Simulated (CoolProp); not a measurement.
Vapour-liquid equilibrium of acetone (1) + dimethyl carbonate (2) at 1.5 MPa; x and y are mole fractions of (1).

Model: multi-fluid Helmholtz-energy mixture model, Lemmon 2006 and Zhou 2011; pair parameters Bell 2016, in CoolProp.

```json
[
 {"x": "0.05", "bubble temperature (°C)": "203.3", "y at the bubble point": "0.085", "dew temperature at overall composition x (°C)": "?", "liquid density (mol/L)": "8.753"},
 {"x": "0.15", "bubble temperature (°C)": "197.9", "y at the bubble point": "0.235", "dew temperature at overall composition x (°C)": "201.0", "liquid density (mol/L)": "8.917"},
 {"x": "0.25", "bubble temperature (°C)": "193.0", "y at the bubble point": "0.364", "dew temperature at overall composition x (°C)": "197.3", "liquid density (mol/L)": "9.076"},
 {"x": "0.35", "bubble temperature (°C)": "188.6", "y at the bubble point": "0.478", "dew temperature at overall composition x (°C)": "193.6", "liquid density (mol/L)": "9.232"},
 {"x": "0.45", "bubble temperature (°C)": "184.4", "y at the bubble point": "?", "dew temperature at overall composition x (°C)": "?", "liquid density (mol/L)": "?"},
 {"x": "0.55", "bubble temperature (°C)": "180.5", "y at the bubble point": "0.673", "dew temperature at overall composition x (°C)": "185.7", "liquid density (mol/L)": "9.541"},
 {"x": "0.65", "bubble temperature (°C)": "176.7", "y at the bubble point": "0.757", "dew temperature at overall composition x (°C)": "181.5", "liquid density (mol/L)": "?"},
 {"x": "0.75", "bubble temperature (°C)": "?", "y at the bubble point": "0.835", "dew temperature at overall composition x (°C)": "177.0", "liquid density (mol/L)": "9.849"},
 {"x": "0.85", "bubble temperature (°C)": "169.5", "y at the bubble point": "0.906", "dew temperature at overall composition x (°C)": "172.3", "liquid density (mol/L)": "10.00"},
 {"x": "0.95", "bubble temperature (°C)": "166.0", "y at the bubble point": "0.970", "dew temperature at overall composition x (°C)": "167.1", "liquid density (mol/L)": "?"}
]
```

Problem. What belongs in the gaps?

Solution. 
- 0.05, dew temperature at overall composition x (°C): 204.5
- 0.45, y at the bubble point: 0.580
- 0.45, dew temperature at overall composition x (°C): 189.7
- 0.45, liquid density (mol/L): 9.386
- 0.65, liquid density (mol/L): 9.695
- 0.75, bubble temperature (°C): 173.0
- 0.95, liquid density (mol/L): 10.15

No azeotrope shows between x = 0.05 and 0.95.

Pair parameters are fitted to limited data, so mixtures are less certain than the pure fluids.
